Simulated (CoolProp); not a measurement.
A single-stage vapour-compression cycle with R407C: evaporating at 219.15 K (dew point), condensing at 268.15 K (bubble point), superheat 0 K, subcooling 2 K, compressor efficiency 0.65, no pressure losses. Each further row changes one setting.

Values from CoolProp's reference Helmholtz-energy equation of state, Lemmon 2003. It is a pseudo-pure fit of the blend.

| case | cooling COP | pressure ratio | discharge temperature (K) | refrigerating effect (kJ/kg) | volumetric capacity (kJ/m³) |
|---|---|---|---|---|---|
| as stated | (withheld) | 12.1 | 340.9 | 189 | 365 |
| evaporating temperature 224.15 K | (withheld) | (withheld) | (withheld) | (withheld) | 485 |
| condensing temperature 263.15 K | 2.30 | (withheld) | (withheld) | 196 | 378 |
| subcooling 7 K | 2.12 | 12.1 | 340.9 | 196 | 378 |
| superheat 10 K | 2.03 | 12.1 | 353.3 | 196 | (withheld) |
| compressor efficiency 0.55 | 1.73 | 12.1 | 358.7 | 189 | 365 |

Task: Fill in the missing entries.

Result: 
- as stated, cooling COP: 2.05
- evaporating temperature 224.15 K, cooling COP: 2.36
- evaporating temperature 224.15 K, pressure ratio: 9.06
- evaporating temperature 224.15 K, discharge temperature (K): 332.5
- evaporating temperature 224.15 K, refrigerating effect (kJ/kg): 192
- condensing temperature 263.15 K, pressure ratio: 10.1
- condensing temperature 263.15 K, discharge temperature (K): 332.1
- superheat 10 K, volumetric capacity (kJ/m³): 361
